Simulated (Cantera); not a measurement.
An adiabatic, constant-pressure homogeneous reactor starts with CO : H2 : O2 : N2 : H2O = 1 : 0.24 : 0.639 : 2.4 : 0.87 (molar parts), equivalence ratio 0.97, at 1223 K and 0.630 bar.

Computed with Cantera and GRI-Mech 3.0 (53 species, 325 reactions).

One state of this run: T (K) = 2028; x CO = 0.0714; x H2 = 0.0210; x O2 = 0.0446; x N2O = 6.90e-8; x NO = 1.60e-5; x HO2 = 8.77e-6; x H2O2 = 3.21e-7. x: mole fraction; the columns are a selection and need not sum to one.

Which value of t (s) does it belong to?
A) 2.77e-5
B) 0.000255
C) 0.0659
D) 0.00235

B, 0.000255
